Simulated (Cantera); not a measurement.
An isothermal plug-flow reactor at 1000 K and 5.00 bar (inlet), inlet velocity 0.23 m/s, active area per volume 160 1/m; feed H₂ : O₂ : N₂ = 0.0076 : 0.19 : 0.79 (molar parts).

Cantera simulation using Deutschmann's 1995 Pt surface mechanism with GRI-Mech 3.0 gas chemistry; the numbers are that mechanism's predictions, not measurements. Catalytic surfaces can have several steady states; this one follows from the mechanism file's or the stated starting coverage. Mass transfer to the wall is taken as infinitely fast.

What does this change do: temperature 1000 to 650 K?


```csv
quantity,before,after
x(H₂) at z = 0.0046 m,2.38e-8,0.000976
x(O₂) at z = 0.0046 m,0.189,0.190
x(H₂O) at z = 0.0046 m,0.00772,0.00674
θ(free Pt) at the exit,0.101,0.00893
θ(O*) at the exit,0.896,0.986
θ(OH*) at the exit,0.00266,0.00499
```
